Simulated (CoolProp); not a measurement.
The fluid at 327.01 K and 15.6 MPa is throttled through a valve to 9.19 MPa with no heat exchange. The same conditions are run with several fluids, on thermodynamics alone (safety and materials aside).

Values from CoolProp's reference Helmholtz-energy equation of state of each fluid (octamethylcyclotetrasiloxane (D4): Thol 2015; R134a: Tillner-Roth 1994; n-perfluorohexane: Gao 2022; propane: Lemmon 2009; R142b: Lemmon 2006).

```
fluid                              temperature change (K)  final density (kg/m³)
---------------------------------  ----------------------  ---------------------
octamethylcyclotetrasiloxane (D4)                    +2.6                    930
R134a                                                   …                      …
n-perfluorohexane                                       …                      …
propane                                                 …                      …
R142b                                                +1.4                   1070
```

**Question.** Complete the blanks.

**Answer.** 
- R134a, temperature change (K): +0.2
- R134a, final density (kg/m³): 1150
- n-perfluorohexane, temperature change (K): +1.8
- n-perfluorohexane, final density (kg/m³): 1630
- propane, temperature change (K): +0.4
- propane, final density (kg/m³): 473
